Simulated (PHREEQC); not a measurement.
## Phosphoric acid bath with hard or scaling water (model solution)

Solution A (2.8 mmol/kgw NaH2PO4 and 0.23 mmol/kgw K2HPO4) is mixed with solution B (0.11 mol CaCl2 and 0.0065 mol Na2SO4 per kg of water) at 25 °C; shares are by mass of water, 1 kg in all. Oxygen is held at 0.21 atm. No CO2 enters from the air. The run lets Gypsum, Hydroxyapatite, Halite, Sylvite precipitate or redissolve, and no other solid.

Computed with PHREEQC (ion-association model, phreeqc.dat).

```tsv
share of solution B	pH	Hydroxyapatite (mol)	H2PO4- (mol/kgw)
0	6.04	0	0.00280
0.1	5.39	1.02e-5	0.00225
0.2	5.27	9.45e-6	0.00184
0.35	5.21	7.32e-6	0.00136
0.45	5.19	5.76e-6	0.00109
0.55	5.20	4.18e-6	0.000851
0.65	5.22	2.64e-6	0.000632
0.8	5.29	5.14e-7	0.000337
0.9	5.35	0	0.000160
1	6.90	0	0
```

Hydroxyapatite from share of solution B = 0.05 (pH 5.54), last present at share of solution B = 0.8.

Complexes and solids missing from the database can't appear.
